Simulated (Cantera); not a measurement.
Feed: 1 mol Si₂H₆, a varied amount of O₃, 5 mol CO₂, at 1400 K and 0.0548 Torr.

Cantera equilibrium calculation (NASA polynomials, part measured and part estimated; ideal gas, pure solids and liquids). Candidate condensed phases: C, C₆H₆, C₇H₈, C₈H₁₈, H₂O, Si, SiC, SiO₂; 123 gas species. The feed counts by its element totals alone. The tables hold silica as quartz up to 1696 K and as liquid above; real silica turns to tridymite and cristobalite and melts near 1996 K. Rates play no part.

Q: At 0.8 mol O₃, list the 4 most abundant gas species with their mole fractions, and the condensed phases.

A: CO 0.404, CO₂ 0.221, H₂O 0.204, H₂ 0.171. Condensed: SiO₂(β-quartz).
